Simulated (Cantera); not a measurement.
A perfectly stirred reactor is fed with CH4 : H2 = 1 : 14 (molar parts), at 5.10 Torr; it is held at 1825 K, and followed from long to short residence time.

Cantera simulation using GRI-Mech 3.0 (53 species, 325 reactions); the numbers are that mechanism's predictions, not measurements. GRI-Mech 3.0 stops at C3 and has no aromatics, soot or wall deposition, so with more carbon than oxygen in the feed, carbon stays in small species such as C2H2 where larger ones or solid carbon would form. Radical loss at walls, strong at low pressure, is not modelled.

### Question
What does this change do: pressure from 5.10 Torr to 28.5 Torr?

### Answer
| quantity | before | after |
|---|---|---|
| x(CH4) at τ = 12.0 s | 0.00359 | 0.00285 |
| x(H2) at τ = 12.0 s | 0.963 | 0.965 |
| x(C2H2) at τ = 12.0 s | 0.0293 | 0.0298 |
| x(CH2) at τ = 12.0 s | 1.38e-6 | 3.22e-7 |
| x(C2H6) at τ = 12.0 s | 7.39e-8 | 5.23e-8 |
| x(CH4) at τ = 0.160 s | 0.0390 | 0.0243 |
| x(H2) at τ = 0.160 s | 0.945 | 0.954 |
| x(C2H2) at τ = 0.160 s | 0.0119 | 0.0193 |
| x(CH2) at τ = 0.160 s | 3.31e-6 | 1.59e-6 |
| x(C2H6) at τ = 0.160 s | 4.09e-6 | 2.93e-6 |

### Question
What does this change do: pressure from 5.10 Torr to 8.25 Torr?

### Answer
| quantity | before | after |
|---|---|---|
| x(CH4) at τ = 12.0 s | 0.00359 | 0.00322 |
| x(H2) at τ = 12.0 s | 0.963 | 0.963 |
| x(C2H2) at τ = 12.0 s | 0.0293 | 0.0296 |
| x(CH2) at τ = 12.0 s | 1.38e-6 | 9.77e-7 |
| x(C2H6) at τ = 12.0 s | 7.39e-8 | 6.40e-8 |
| x(CH4) at τ = 0.160 s | 0.0390 | 0.0335 |
| x(H2) at τ = 0.160 s | 0.945 | 0.948 |
| x(C2H2) at τ = 0.160 s | 0.0119 | 0.0146 |
| x(CH2) at τ = 0.160 s | 3.31e-6 | 2.97e-6 |
| x(C2H6) at τ = 0.160 s | 4.09e-6 | 3.77e-6 |
